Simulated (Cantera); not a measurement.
What does this Cantera script print?

```python
import numpy as np
import cantera as ct

gas = ct.Solution("gri30.yaml")


def delay(T, t_max=10):
    gas.TPX = T, 160000, {'CH4': 1, 'O2': 1, 'N2': 3.76, 'CO2': 0.39}
    reactor = ct.IdealGasReactor(gas, clone=False)
    net = ct.ReactorNet([reactor])
    net.rtol, net.atol = 1e-8, 1e-16
    while net.time < t_max:
        t_old, T_old = net.time, reactor.T
        net.step()
        if reactor.T > T + 400:  # ignition: a rise of 400 K
            return t_old + (T + 400 - T_old) / (reactor.T - T_old) * (net.time - t_old)
    return np.nan


taus = []
for T in [1125, 1200, 1275, 1350, 1425, 1500, 1575]:
    taus.append(delay(T))
    print(f"T0 = {T:6g} K   tau = {taus[-1]:.4e} s")
```

Output:

```
T0 =   1125 K   tau = 1.3838e-01 s
T0 =   1200 K   tau = 4.6554e-02 s
T0 =   1275 K   tau = 1.6932e-02 s
T0 =   1350 K   tau = 6.5613e-03 s
T0 =   1425 K   tau = 2.6862e-03 s
T0 =   1500 K   tau = 1.1635e-03 s
T0 =   1575 K   tau = 5.3754e-04 s
```

Model: GRI-Mech 3.0 (53 species, 325 reactions), integrated in Cantera.
